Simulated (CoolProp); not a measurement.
Vapour-liquid equilibrium of R22 (1) + R134a (2) at 4.69 bar; x and y are mole fractions of (1).

The numbers come from the multi-fluid Helmholtz-energy mixture model, Kamei 1995 and Tillner-Roth 1994; pair parameters Bell 2016 in CoolProp.

```json
[
 {"x": "0.05", "bubble temperature, mixture model (°C)": "12.5", "bubble temperature, Raoult's law (°C)": "12.8", "y, mixture model": "0.082", "y, Raoult's law": "0.079"},
 {"x": "0.125", "bubble temperature, mixture model (°C)": "10.8", "bubble temperature, Raoult's law (°C)": "11.4", "y, mixture model": "0.193", "y, Raoult's law": "0.189"},
 {"x": "0.2", "bubble temperature, mixture model (°C)": "9.3", "bubble temperature, Raoult's law (°C)": "10.1", "y, mixture model": "0.292", "y, Raoult's law": "0.291"},
 {"x": "0.275", "bubble temperature, mixture model (°C)": "7.9", "bubble temperature, Raoult's law (°C)": "8.8", "y, mixture model": "0.383", "y, Raoult's law": "0.385"},
 {"x": "0.35", "bubble temperature, mixture model (°C)": "6.6", "bubble temperature, Raoult's law (°C)": "7.5", "y, mixture model": "0.465", "y, Raoult's law": "0.471"},
 {"x": "0.425", "bubble temperature, mixture model (°C)": "5.4", "bubble temperature, Raoult's law (°C)": "6.3", "y, mixture model": "0.540", "y, Raoult's law": "0.551"},
 {"x": "0.5", "bubble temperature, mixture model (°C)": "4.2", "bubble temperature, Raoult's law (°C)": "5.1", "y, mixture model": "0.611", "y, Raoult's law": "0.625"},
 {"x": "0.575", "bubble temperature, mixture model (°C)": "3.2", "bubble temperature, Raoult's law (°C)": "4.0", "y, mixture model": "0.677", "y, Raoult's law": "0.694"},
 {"x": "0.65", "bubble temperature, mixture model (°C)": "2.2", "bubble temperature, Raoult's law (°C)": "2.9", "y, mixture model": "0.739", "y, Raoult's law": "0.758"},
 {"x": "0.725", "bubble temperature, mixture model (°C)": "1.2", "bubble temperature, Raoult's law (°C)": "1.8", "y, mixture model": "0.799", "y, Raoult's law": "0.817"},
 {"x": "0.8", "bubble temperature, mixture model (°C)": "0.3", "bubble temperature, Raoult's law (°C)": "0.8", "y, mixture model": "0.856", "y, Raoult's law": "0.872"},
 {"x": "0.875", "bubble temperature, mixture model (°C)": "-0.5", "bubble temperature, Raoult's law (°C)": "-0.2", "y, mixture model": "0.911", "y, Raoult's law": "0.923"},
 {"x": "0.95", "bubble temperature, mixture model (°C)": "-1.3", "bubble temperature, Raoult's law (°C)": "-1.2", "y, mixture model": "0.965", "y, Raoult's law": "0.970"}
]
```

The largest gap from Raoult's law is -0.9 K in bubble temperature, at x = 0.425. No azeotrope shows between x = 0.05 and 0.95.

Pair parameters are fitted to limited data, so mixtures are less certain than the pure fluids.
